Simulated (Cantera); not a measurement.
A Cantera script and what it prints.

```python
import numpy as np
import cantera as ct

gas_names = """
    H H2 Si SiH SiH2 SiH3 SiH4 Si2 Si3
""".split()
cond_names = """
    Si(cr) Si(L)
""".split()


# ... load() reads the species with a 1 bar reference pressure and builds the phases ...
atoms = {
    'SiH4': {'Si': 1, 'H': 4},
    'H2': {'H': 2},
}
top_T = {}  # K; cautious upper limits of use, not melting points


# ... equilibrate(T, P, feed) seeds the gas with the atoms and calls Mixture.equilibrate('TP', solver="vcs", rtol=1e-11, max_steps=5000) ...
results = []
feed = {'SiH4': 1, 'H2': 1.1}  # mol
P = 100000  # Pa
for T in [1550, 1600, 1650, 1700, 1750, 1800, 1850, 1900, 1950, 2000, 2050, 2100, 2150]:
    mix = equilibrate(T, P, feed)
    results.append((T, P, feed, dict(zip(mix.species_names, mix.species_moles))))

top = {s: max(r[3][s] / sum(r[3][g] for g in gas_names) for r in results) for s in gas_names}
cols = sorted((s for s in top if top[s] > 1e-06), key=lambda s: -top[s])[:9]
seen = [c for c in cond_names if any(r[3].get(c, 0) > 1e-12 for r in results)]
print("log10 of partial pressures in bar; condensed amounts in mol")
print(f"{'T/K':>10s}" + "".join(f"{s[:9]:>10s}" for s in cols + seen))
for T, P, feed, n in results:
    ng = sum(n[g] for g in gas_names)
    print(f"{T:10.4g}" + "".join(f"{np.log10(max(n[s] / ng * P / 1e5, 1e-99)):10.3f}" for s in cols)
          + "".join(f"{n.get(c, 0):10.4g}" for c in seen))
```

Output:

```
log10 of partial pressures in bar; condensed amounts in mol
       T/K        H2         H      SiH2        Si       SiH       Si2      SiH4    Si(cr)     Si(L)
      1550    -0.000    -4.502    -5.554    -7.479    -7.059   -10.222    -5.963         1         0
      1600    -0.000    -4.265    -5.301    -7.011    -6.673    -9.614    -5.938         1         0
      1650    -0.000    -4.042    -5.063    -6.572    -6.310    -9.044    -5.915         1         0
      1700    -0.000    -3.832    -4.848    -6.168    -5.979    -8.527    -5.903         0    0.9999
      1750    -0.000    -3.633    -4.681    -5.824    -5.702    -8.110    -5.926         0    0.9999
      1800    -0.000    -3.446    -4.524    -5.498    -5.441    -7.717    -5.948         0    0.9999
      1850    -0.000    -3.269    -4.375    -5.191    -5.194    -7.346    -5.969         0    0.9998
      1900    -0.000    -3.101    -4.235    -4.899    -4.961    -6.994    -5.988         0    0.9997
      1950    -0.001    -2.941    -4.101    -4.623    -4.740    -6.661    -6.006         0    0.9996
      2000    -0.001    -2.789    -3.975    -4.361    -4.530    -6.345    -6.024         0    0.9994
      2050    -0.001    -2.645    -3.855    -4.112    -4.331    -6.045    -6.040         0    0.9992
      2100    -0.002    -2.507    -3.740    -3.875    -4.141    -5.760    -6.056         0    0.9988
      2150    -0.002    -2.376    -3.632    -3.649    -3.961    -5.488    -6.071         0    0.9982
```

Method: chemical equilibrium by Gibbs-energy minimisation in Cantera with the NASA 1993 tables (ideal gas, pure condensed phases). Gases not in the tables: Si2H6 and higher silanes.
